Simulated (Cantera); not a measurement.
An isothermal, constant-pressure homogeneous reactor starts with C2H6 : N2 = 1 : 4.3 (molar parts), at 1848 K and 4.13 Torr. Integrator tolerance rtol = 1e-08.

Detailed kinetics in Cantera: GRI-Mech 3.0 (53 species, 325 reactions). GRI-Mech 3.0 stops at C3 and has no aromatics, soot or wall deposition, so with more carbon than oxygen in the feed, carbon stays in small species such as C2H2 where larger ones or solid carbon would form. Radical loss at walls, strong at low pressure, is not modelled.

Problem. What does this change do: temperature 1848 to 1350 K?

Solution. 
```tsv
quantity	before	after
x(C2H6) at 20.0 s	3.41e-12 (gas-phase equilibrium 2.82e-12)	3.27e-6 (gas-phase equilibrium 9.23e-9)
x(CH3) at 20.0 s	2.41e-6 (gas-phase equilibrium 2.40e-6)	3.42e-5 (gas-phase equilibrium 1.47e-6)
x(CH2) at 20.0 s	3.89e-8 (gas-phase equilibrium 3.87e-8)	6.27e-10 (gas-phase equilibrium 6.08e-11)
x(H) at 20.0 s	0.00375 (gas-phase equilibrium 0.00375)	5.51e-6 (gas-phase equilibrium 1.69e-5)
x(H2) at 20.0 s	0.272 (gas-phase equilibrium 0.272)	0.197 (gas-phase equilibrium 0.272)
x(C2H2) at 20.0 s	0.137 (gas-phase equilibrium 0.0742)	0.113 (gas-phase equilibrium 0.0893)
x(CH4) at 20.0 s	8.71e-6 (gas-phase equilibrium 8.65e-6)	0.0617 (gas-phase equilibrium 0.00120)
```

Problem. What does this change do: pressure from 4.13 Torr to 263 Torr?

Solution. 
| quantity | before | after |
|---|---|---|
| x(C2H6) at 20.0 s | 3.41e-12 (gas-phase equilibrium 2.82e-12) | 2.11e-8 (gas-phase equilibrium 1.15e-8) |
| x(CH3) at 20.0 s | 2.41e-6 (gas-phase equilibrium 2.40e-6) | 2.60e-5 (gas-phase equilibrium 1.92e-5) |
| x(CH2) at 20.0 s | 3.89e-8 (gas-phase equilibrium 3.87e-8) | 5.25e-8 (gas-phase equilibrium 3.88e-8) |
| x(H) at 20.0 s | 0.00375 (gas-phase equilibrium 0.00375) | 0.000471 (gas-phase equilibrium 0.000472) |
| x(H2) at 20.0 s | 0.272 (gas-phase equilibrium 0.272) | 0.273 (gas-phase equilibrium 0.273) |
| x(C2H2) at 20.0 s | 0.137 (gas-phase equilibrium 0.0742) | 0.136 (gas-phase equilibrium 0.0741) |
| x(CH4) at 20.0 s | 8.71e-6 (gas-phase equilibrium 8.65e-6) | 0.000749 (gas-phase equilibrium 0.000554) |
